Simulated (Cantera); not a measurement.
A freely propagating, adiabatic, planar premixed flame of 4.82 % CH₄, 1.30 % C₂H₆, 19.7 % O₂, 74.2 % N₂, equivalence ratio 0.72, unburnt at 700 K and 3750 Torr; mixture-averaged transport, grid criteria slope 0.08 and curve 0.16, no radiation.

Detailed kinetics in Cantera: GRI-Mech 3.0 (53 species, 325 reactions). Burning velocities carry a grid error of a few per cent, more on coarse grids.

Q: Predict: laminar burning velocity; thermal thickness; peak x(HCO); peak x(C₂H₂); peak x(CH₂CO).

A: 
| Quantity | Value |
|---|---|
| laminar burning velocity | 79.8 cm/s |
| thermal thickness | 0.102 mm |
| peak x(HCO) | 2.15e-5 |
| peak x(C₂H₂) | 0.000151 |
| peak x(CH₂CO) | 0.000482 |
